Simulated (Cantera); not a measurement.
Feed: 1 mol Fe, 0.47 mol HCl, 0.64 mol N₂, equilibrated at 2.70 bar.

Cantera equilibrium calculation (NASA polynomials, part measured and part estimated; ideal gas, pure solids and liquids). Candidate condensed phases: Fe, FeCl₂, FeCl₃, NH₄Cl; 18 gas species. Mutual solubility and eutectic melting of coexisting phases are not modelled. The numbers say what is thermodynamically allowed, not how fast it happens.

**Question.** What share of the Fe ends up in condensed phases as a function of T (K), at 925, 1025, 1125, 1225, 1325, 1425, 1525, 1625?

**Answer.** 
```json
[
 {"T (K)": "925", "Fe condensed (%)": "99.8", "as": "Fe(α) + FeCl₂(s)"},
 {"T (K)": "1025", "Fe condensed (%)": "98.5", "as": "Fe(α) + FeCl₂(l)"},
 {"T (K)": "1125", "Fe condensed (%)": "93.0", "as": "Fe(α) + FeCl₂(l)"},
 {"T (K)": "1225", "Fe condensed (%)": "86.2", "as": "Fe(γ)"},
 {"T (K)": "1325", "Fe condensed (%)": "85.8", "as": "Fe(γ)"},
 {"T (K)": "1425", "Fe condensed (%)": "85.4", "as": "Fe(γ)"},
 {"T (K)": "1525", "Fe condensed (%)": "84.9", "as": "Fe(γ)"},
 {"T (K)": "1625", "Fe condensed (%)": "84.5", "as": "Fe(γ)"}
]
```
